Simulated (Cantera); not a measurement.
An adiabatic, constant-volume homogeneous reactor starts with 5.17 % C₃H₈, 19.9 % O₂, 74.9 % N₂, at 1425 K and 9.87 atm.

Cantera simulation using GRI-Mech 3.0 (53 species, 325 reactions); the numbers are that mechanism's predictions, not measurements. GRI-Mech 3.0 was tuned for natural gas; its chemistry of propane as a main component is partial and can be far from experiment. Above 3000 K some thermodynamic fits are extrapolated.

x: mole fraction; the columns are a selection and need not sum to one.

| t (s) | T (K) | P (bar) | x C₃H₈ | x O₂ | x CH₂ | x H₂ | x CH₄ | x OH | x CH₂O |
|---|---|---|---|---|---|---|---|---|---|
| 1.00e-6 | 1424 | 10.00 | 0.0516 | 0.199 | 4.66e-10 | 1.66e-5 | 4.61e-6 | 4.91e-7 | 5.05e-6 |
| 2.90e-6 | 1423 | 9.99 | 0.0512 | 0.199 | 5.51e-9 | 9.17e-5 | 4.36e-5 | 2.10e-6 | 8.97e-5 |
| 8.42e-6 | 1424 | 10.0 | 0.0493 | 0.198 | 1.21e-8 | 0.000468 | 0.000299 | 3.02e-6 | 0.000587 |
| 2.44e-5 | 1434 | 10.2 | ___ | 0.193 | ___ | ___ | ___ | ___ | ___ |
| 7.09e-5 | 3173 | 25.3 | <1e-12 | 0.00397 | 1.52e-11 | 0.0337 | 5.88e-12 | 0.0146 | 3.11e-8 |
| 0.000206 | 3167 | 25.2 | <1e-12 | 0.00374 | 1.52e-11 | 0.0340 | 6.15e-12 | 0.0142 | 3.15e-8 |
| 0.000597 | 3167 | 25.2 | <1e-12 | 0.00374 | 1.52e-11 | 0.0340 | 6.15e-12 | 0.0142 | 3.15e-8 |
| 0.00173 | 3167 | 25.2 | <1e-12 | 0.00374 | 1.52e-11 | 0.0340 | 6.15e-12 | 0.0142 | 3.15e-8 |
| 0.00503 | 3167 | 25.2 | <1e-12 | 0.00374 | 1.52e-11 | 0.0340 | 6.15e-12 | 0.0142 | 3.15e-8 |
| 0.0146 | 3167 | 25.2 | <1e-12 | 0.00374 | 1.52e-11 | 0.0340 | 6.15e-12 | 0.0142 | 3.15e-8 |
| 0.0423 | 3167 | 25.2 | <1e-12 | 0.00374 | 1.52e-11 | 0.0340 | 6.15e-12 | 0.0142 | 3.15e-8 |
| 0.123 | 3167 | 25.2 | <1e-12 | 0.00374 | 1.52e-11 | 0.0340 | 6.15e-12 | 0.0142 | 3.15e-8 |
| 0.356 | 3167 | 25.2 | <1e-12 | 0.00374 | 1.52e-11 | 0.0340 | 6.15e-12 | 0.0142 | 3.15e-8 |
| 1.03 | 3167 | 25.2 | <1e-12 | 0.00374 | 1.52e-11 | 0.0340 | 6.15e-12 | 0.0142 | 3.15e-8 |
| 3.00 | 3167 | 25.2 | <1e-12 | 0.00374 | 1.52e-11 | 0.0340 | 6.15e-12 | 0.0142 | 3.15e-8 |

Question: What belongs in the gaps?

Answer: 
- 2.44e-5, x C₃H₈: 0.0424
- 2.44e-5, x CH₂: 2.60e-8
- 2.44e-5, x H₂: 0.00213
- 2.44e-5, x CH₄: 0.00144
- 2.44e-5, x OH: 5.98e-6
- 2.44e-5, x CH₂O: 0.00233
